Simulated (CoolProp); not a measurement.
Saturation properties of 1-butene (Tc = 419.3 K, pc = 4006 kPa, ω = 0.192).

Computed with CoolProp (reference Helmholtz-energy equation of state, Lemmon 2005). It is a short technical equation, of lower accuracy than the large ones.

```json
[
 {"T (K)": "228.7", "p (kPa)": "17.12", "liquid density (kg/m³)": "667.8", "enthalpy of vaporisation (kJ/kg)": "426.2", "liquid cp (kJ/(kg K))": "2.037", "vapour Z": "0.9875", "surface tension (mN/m)": "21.1"},
 {"T (K)": "236.1", "p (kPa)": "25.48", "liquid density (kg/m³)": "659.8", "enthalpy of vaporisation (kJ/kg)": "419.9", "liquid cp (kJ/(kg K))": "2.059", "vapour Z": "0.9835", "surface tension (mN/m)": "20.1"},
 {"T (K)": "243.4", "p (kPa)": "36.68", "liquid density (kg/m³)": "651.9", "enthalpy of vaporisation (kJ/kg)": "413.5", "liquid cp (kJ/(kg K))": "2.082", "vapour Z": "0.9788", "surface tension (mN/m)": "19.1"},
 {"T (K)": "250.7", "p (kPa)": "51.53", "liquid density (kg/m³)": "643.8", "enthalpy of vaporisation (kJ/kg)": "407.1", "liquid cp (kJ/(kg K))": "2.106", "vapour Z": "0.9733", "surface tension (mN/m)": "18.1"},
 {"T (K)": "258.1", "p (kPa)": "71.11", "liquid density (kg/m³)": "635.6", "enthalpy of vaporisation (kJ/kg)": "400.4", "liquid cp (kJ/(kg K))": "2.133", "vapour Z": "0.9668", "surface tension (mN/m)": "17.1"},
 {"T (K)": "265.4", "p (kPa)": "95.75", "liquid density (kg/m³)": "627.3", "enthalpy of vaporisation (kJ/kg)": "393.6", "liquid cp (kJ/(kg K))": "2.161", "vapour Z": "0.9594", "surface tension (mN/m)": "16.2"},
 {"T (K)": "272.7", "p (kPa)": "126.6", "liquid density (kg/m³)": "618.9", "enthalpy of vaporisation (kJ/kg)": "386.6", "liquid cp (kJ/(kg K))": "2.190", "vapour Z": "0.9510", "surface tension (mN/m)": "15.2"},
 {"T (K)": "280.1", "p (kPa)": "165.2", "liquid density (kg/m³)": "610.2", "enthalpy of vaporisation (kJ/kg)": "379.3", "liquid cp (kJ/(kg K))": "2.222", "vapour Z": "0.9414", "surface tension (mN/m)": "14.3"},
 {"T (K)": "287.4", "p (kPa)": "211.6", "liquid density (kg/m³)": "601.4", "enthalpy of vaporisation (kJ/kg)": "371.9", "liquid cp (kJ/(kg K))": "2.256", "vapour Z": "0.9308", "surface tension (mN/m)": "13.3"},
 {"T (K)": "294.7", "p (kPa)": "267.3", "liquid density (kg/m³)": "592.5", "enthalpy of vaporisation (kJ/kg)": "364.1", "liquid cp (kJ/(kg K))": "2.291", "vapour Z": "0.9191", "surface tension (mN/m)": "12.4"},
 {"T (K)": "302.1", "p (kPa)": "334.5", "liquid density (kg/m³)": "583.2", "enthalpy of vaporisation (kJ/kg)": "356.0", "liquid cp (kJ/(kg K))": "2.330", "vapour Z": "0.9060", "surface tension (mN/m)": "11.5"},
 {"T (K)": "309.4", "p (kPa)": "412.5", "liquid density (kg/m³)": "573.8", "enthalpy of vaporisation (kJ/kg)": "347.6", "liquid cp (kJ/(kg K))": "2.371", "vapour Z": "0.8917", "surface tension (mN/m)": "10.6"},
 {"T (K)": "316.7", "p (kPa)": "503.3", "liquid density (kg/m³)": "564.1", "enthalpy of vaporisation (kJ/kg)": "338.8", "liquid cp (kJ/(kg K))": "2.415", "vapour Z": "0.8762", "surface tension (mN/m)": "9.74"},
 {"T (K)": "324.1", "p (kPa)": "609.8", "liquid density (kg/m³)": "553.9", "enthalpy of vaporisation (kJ/kg)": "329.4", "liquid cp (kJ/(kg K))": "2.464", "vapour Z": "0.8590", "surface tension (mN/m)": "8.87"},
 {"T (K)": "331.4", "p (kPa)": "730.4", "liquid density (kg/m³)": "543.5", "enthalpy of vaporisation (kJ/kg)": "319.6", "liquid cp (kJ/(kg K))": "2.517", "vapour Z": "0.8406", "surface tension (mN/m)": "8.03"}
]
```

It boils at 266.8 K under 1 atm.

Surface tension comes from a separate correlation (Mulero 2012).
